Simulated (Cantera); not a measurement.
A closed system holds: 1 mol Si, 1.8 mol HCl, 3.8 mol H₂, equilibrated at 1175 °C and 1.00 bar.

Equilibrium computed with Cantera from the NASA thermochemical tables; the gas is ideal and each condensed phase is pure. Candidate condensed phases: Si; 19 gas species. The tables' values for SiCl₃ are old estimates; treat these amounts as uncertain. The numbers say what is thermodynamically allowed, not how fast it happens.

Problem. What is the equilibrium state?

Solution. 
| Item | Result |
|---|---|
| x(H₂) | 0.817 |
| x(HCl) | 0.0981 |
| x(SiCl₂) | 0.0363 |
| x(SiCl₄) | 0.0195 |
| x(SiHCl₃) | 0.0139 |
| x(SiCl₃) | 0.0139 |
| x(SiH₂Cl₂) | 0.00153 |
| x(SiH₃Cl) | 4.90e-5 |
| x(H) | 8.33e-6 |
| n(Si(s)) | 0.543 mol |
| gas amount | 5.375 mol |
